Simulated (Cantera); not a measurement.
Input: 1 mol SiH4, 0.79 mol HCl, 50 mol N2, held at 1550 °C.

These are equilibrium values from Cantera (NASA tables, ideal gas, pure condensed phases), not measurements of a reactor. Candidate condensed phases: NH4Cl, Si, Si3N4; 28 gas species. The numbers say what is thermodynamically allowed, not how fast it happens.

Task: Which condensed phases are stable at each of these points (P (Pa)): 100, 260, 670, 1700, 4500, 12000, 30000, 77000, 200000?

Result: 
```json
[
 {"P (Pa)": "100", "condensed phases": "Si(l)", "Si condensed (%)": "53.7"},
 {"P (Pa)": "260", "condensed phases": "Si(l)", "Si condensed (%)": "69.2"},
 {"P (Pa)": "670", "condensed phases": "Si(l)", "Si condensed (%)": "75.4"},
 {"P (Pa)": "1700", "condensed phases": "Si3N4(s)", "Si condensed (%)": "79.1"},
 {"P (Pa)": "4500", "condensed phases": "Si3N4(s)", "Si condensed (%)": "84.7"},
 {"P (Pa)": "12000", "condensed phases": "Si3N4(s)", "Si condensed (%)": "89.0"},
 {"P (Pa)": "30000", "condensed phases": "Si3N4(s)", "Si condensed (%)": "92.4"},
 {"P (Pa)": "77000", "condensed phases": "Si3N4(s)", "Si condensed (%)": "95.1"},
 {"P (Pa)": "200000", "condensed phases": "Si3N4(s)", "Si condensed (%)": "97.1"}
]
```

From 0.00100 bar to 0.00670 bar the condensed part is Si(l). From 0.0170 bar to 2.00 bar the condensed part is Si3N4(s).
